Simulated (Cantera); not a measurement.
Charge: 1 mol B, 0.072 mol H₂O, at 1548.15 K and 22000 Pa.

Equilibrium computed with Cantera from the NASA thermochemical tables; the gas is ideal and each condensed phase is pure. Mutual solubility and eutectic melting of coexisting phases are not modelled. The tables' values for BH₂ are old estimates; treat these amounts as uncertain. Kinetics and transport are ignored.

```json
[
 {"species": "H₂", "before": "0.983", "after": "0.586"},
 {"species": "HBO", "before": "0.0125", "after": "0.182"},
 {"species": "B₂O₂", "before": "0.00105", "after": "0.166"},
 {"species": "B₂O₃", "before": "0.000256", "after": "0.0478"},
 {"species": "B₂O", "before": "6.49e-8", "after": "0.000114"},
 {"species": "BO", "before": "2.02e-5", "after": "0.00884"},
 {"species": "H", "before": "6.52e-5", "after": "0.00187"},
 {"species": "HBO₂", "before": "0.000349", "after": "0.00744"},
 {"species": "BH₂", "before": "1.57e-5", "after": "0.000204"},
 {"species": "H₂O", "before": "2.00e-5", "after": "0.000111"},
 {"species": "B(s), mol", "before": "0.951", "after": "0.934"},
 {"species": "B₂O₃(l), mol", "before": "0.0234", "after": "0"}
]
```
Gas species are given as mole fractions.

Problem. Which change was made?
(A) temperature from 1548.15 K to 1698.15 K
(B) temperature from 1548.15 K to 1950 K
(C) H₂O from 0.072 to 16 mol
(D) H₂O from 0.072 to 2.4 mol

Solution. B, temperature from 1548.15 K to 1950 K
